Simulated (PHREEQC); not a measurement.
Solution A (180 mmol/kgw H2SO4 and 0.079 mmol/kgw KNO3) is mixed with solution B (0.041 mol CdSO4 and 0.1 mol NiCl2 per kg of water) at 50 °C; shares are by mass of water, 1 kg in all. Oxygen is held at 0.21 atm. The system is closed to CO2. The run lets Cd(OH)2, CdOHCl, Ni(OH)2, Ni4(OH)6SO4, Morenosite precipitate or redissolve, and no other solid.

The numbers come from PHREEQC with the ion-association model, wateq4f.dat.

```
share of solution B          pH  Ni+2 (mol/kgw)  CdCl+ (mol/kgw)  NiSO4 (mol/kgw)
-------------------  ----------  --------------  ---------------  ---------------
0                          0.81               0                0                0
0.1                        0.86         0.00776          0.00108          0.00214
0.2                        0.91      (withheld)          0.00324          0.00417
0.3                  (withheld)          0.0230          0.00579          0.00614
0.4                        1.03          0.0304       (withheld)       (withheld)
0.5                        1.11          0.0377           0.0112          0.00993
0.6                        1.21      (withheld)       (withheld)           0.0118
0.7                        1.34          0.0520       (withheld)           0.0137
0.8                        1.52          0.0588       (withheld)           0.0155
0.9                        1.82          0.0655           0.0215           0.0175
1                          5.45          0.0719           0.0239           0.0196
```

Q: What belongs in the gaps?

A: 
- 0.2, Ni+2 (mol/kgw): 0.0154
- 0.3, pH: 0.97
- 0.4, CdCl+ (mol/kgw): 0.00848
- 0.4, NiSO4 (mol/kgw): 0.00805
- 0.6, Ni+2 (mol/kgw): 0.0449
- 0.6, CdCl+ (mol/kgw): 0.0139
- 0.7, CdCl+ (mol/kgw): 0.0165
- 0.8, CdCl+ (mol/kgw): 0.0191

Constants without temperature data keep their 25 °C values here.
